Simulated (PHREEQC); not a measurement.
1 kg of water holding 0.0056 mol KCl, 0.063 mol NaHCO3, 0.005 mol NaCl, 0.34 mol Na2SO4 and 0.026 mol Na2CO3 is evaporated at 25 °C; the solids stay in contact with the brine. CO2 is held at log p = -3.4 (atm). Solids allowed: Arcanite, Burkeite, Glaserite, Halite, Kalicinite, Mirabilite, Misenite, Nahcolite, Natron, Sylvite, Thenardite, Trona. Others were left out.

All values are PHREEQC results (Pitzer model, pitzer.dat), not measurements.

Task: Predict ionic strength at water left (kg) = 0.6757, 0.3086.

Result: 
| water left (kg) | ionic strength |
|---|---|
| 0.6757 | 1.75 |
| 0.3086 | 3.86 |
